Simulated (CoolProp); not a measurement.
Values from CoolProp's reference Helmholtz-energy equation of state, Lemmon 2006. It is a short technical equation, of lower accuracy than the large ones.

Q: For CH3F (R41), give the phase and the cv (kJ/(kg K)), expansivity (1/kK) at 308.6 K and 36.6 bar; 163.8 K and 4.6 bar; 141 K and 0.22 bar.

A: 
- 308.6 K and 36.6 bar: gas; cv 1.21, expansivity 11.8
- 163.8 K and 4.6 bar: liquid; cv 1.36, expansivity 2.02
- 141 K and 0.22 bar: liquid; cv 1.45, expansivity 1.87
